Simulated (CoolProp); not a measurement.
R245ca along the isotherm 324.3 K: fugacity coefficient from the reference equation and from simpler models built on Tc = 447.6 K, pc = 3.941 MPa, ω = 0.355; each cubic takes its own stable root.

The numbers come from the reference Helmholtz-energy equation of state, Zhou 2016 in CoolProp.

| p (MPa) | phase | reference | van der Waals | Redlich-Kwong | Soave-Redlich-Kwong | Peng-Robinson |
|---|---|---|---|---|---|---|
| 0.833 | liquid | 0.2859 | 0.8663 | 0.5049 | ___ | 0.2863 |
| 1.67 | liquid | 0.1472 | 0.5000 | 0.2611 | ___ | 0.1472 |
| 2.5 | liquid | 0.1014 | 0.3516 | 0.1808 | 0.1032 | 0.1013 |
| 3.33 | liquid | 0.07854 | ___ | 0.1406 | 0.08013 | 0.07834 |
| 4.17 | liquid | 0.06472 | ___ | 0.1164 | 0.06619 | 0.06446 |
| 5 | liquid | 0.05567 | 0.2046 | 0.1005 | 0.05708 | 0.05538 |
| 5.83 | liquid | ___ | 0.1844 | 0.08927 | 0.05061 | 0.04891 |
| 6.67 | liquid | 0.04441 | 0.1694 | 0.08083 | 0.04575 | 0.04404 |
| 7.5 | liquid | 0.04073 | 0.1583 | 0.07441 | 0.04206 | 0.04034 |
| 8.33 | liquid | 0.03781 | 0.1496 | 0.06935 | 0.03914 | 0.03740 |
| 9.17 | liquid | 0.03543 | 0.1427 | ___ | 0.03676 | 0.03499 |
| 10 | liquid | ___ | 0.1373 | 0.06190 | 0.03483 | ___ |

### Question
Complete the blanks.

### Answer

- 0.833, Soave-Redlich-Kwong: 0.2894
- 1.67, Soave-Redlich-Kwong: 0.1494
- 3.33, van der Waals: 0.2777
- 4.17, van der Waals: 0.2334
- 5.83, reference: 0.04924
- 9.17, Redlich-Kwong: 0.06523
- 10, reference: 0.03350
- 10, Peng-Robinson: 0.03303

At some of these states van der Waals gives the other phase, because its saturation line lies elsewhere.
